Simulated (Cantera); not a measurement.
An isothermal, constant-pressure homogeneous reactor starts with 69.4 % CH₄, 30.6 % H₂O, at 1500 K and 5.00 bar.

Model: GRI-Mech 3.0 (53 species, 325 reactions), integrated in Cantera. GRI-Mech 3.0 stops at C3 and has no aromatics, soot or wall deposition, so with more carbon than oxygen in the feed, carbon stays in small species such as C2H2 where larger ones or solid carbon would form.

Predict: x(CH₄) at 90.0 s; x(H₂O) at 90.0 s; x(C₂H₂) at 90.0 s; x(CO₂) at 90.0 s.


```
Item                                                Result
-----------------  ---------------------------------------
x(CH₄) at 90.0 s       0.208 (gas-phase equilibrium 0.197)
x(H₂O) at 90.0 s    0.0120 (gas-phase equilibrium 2.18e-5)
x(C₂H₂) at 90.0 s    0.0122 (gas-phase equilibrium 0.0100)
x(CO₂) at 90.0 s   0.00138 (gas-phase equilibrium 2.58e-6)
```
